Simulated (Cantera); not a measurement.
Input: 1 mol TiO₂, 1.4 mol MgCl₂, 0.34 mol O₂, equilibrated at 1375 K and 7.10 mbar.

Method: chemical equilibrium by Gibbs-energy minimisation in Cantera with the NASA 1993 tables (ideal gas, pure condensed phases). Candidate condensed phases: Mg, MgCl₂, MgO, MgTiO₃, MgTi₂O₅, Mg₂TiO₄, Ti, TiCl₂, TiCl₃, TiCl₄, TiO, TiO₂, Ti₂O₃, Ti₃O₅, Ti₄O₇; 20 gas species. Mutual solubility and eutectic melting of coexisting phases are not modelled. Condensed phases not in the tables: alloys, solid solutions and most ternary compounds. Rates play no part.

Base state: MgCl₂ 0.475, Cl₂ 0.353, Cl 0.165, O₂ 0.00483, TiCl₄ 0.00300, ClO 2.82e-5 (mole fractions); condensed: MgTiO₃(s) + MgTi₂O₅(s).

Task: What changes in the equilibrium state with this change: pressure from 7.10 mbar to 1 atm?

Result: 
```json
[
 {"species": "Cl₂", "before": "0.353", "after": "0.870"},
 {"species": "MgCl₂", "before": "0.475", "after": "0.0873"},
 {"species": "Cl", "before": "0.165", "after": "0.0217"},
 {"species": "TiCl₄", "before": "0.00300", "after": "0.0145"},
 {"species": "ClO", "before": "2.82e-5", "after": "4.97e-5"},
 {"species": "O₂", "before": "0.00483", "after": "0.00608"},
 {"species": "MgTiO₃(s), mol", "before": "0.353", "after": "0.397"},
 {"species": "MgTi₂O₅(s), mol", "before": "0.321", "after": "0.296"},
 {"species": "MgCl₂(l), mol", "before": "0", "after": "0.641"}
]
```

Task: What changes in the equilibrium state with this change: pressure from 7.10 mbar to 1.30 mbar?

Result: 
| species | before | after |
|---|---|---|
| MgCl₂ | 0.475 | 0.452 |
| Cl | 0.165 | 0.309 |
| Cl₂ | 0.353 | 0.227 |
| O₂ | 0.00483 | 0.0120 |
| TiCl₄ | 0.00300 | 0.000498 |
| ClO | 2.82e-5 | 3.56e-5 |
| MgTiO₃(s), mol | 0.353 | 0.283 |
| MgTi₂O₅(s), mol | 0.321 | 0.358 |
